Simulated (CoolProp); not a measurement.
Values from CoolProp's reference Helmholtz-energy equation of state, Thol 2015.

Q: For 1,2-dichloroethane, give the phase and the density (kg/m³), cp (kJ/(kg K)), isothermal compressibility (1/MPa) at 318.3 K and 209 bar; 344 K and 209 bar; 395.6 K and 209 bar.

A: 
- 318.3 K and 209 bar: liquid; density 1240, cp 1.30, isothermal compressibility 0.000778
- 344 K and 209 bar: liquid; density 1200, cp 1.32, isothermal compressibility 0.000937
- 395.6 K and 209 bar: liquid; density 1130, cp 1.37, isothermal compressibility 0.00140
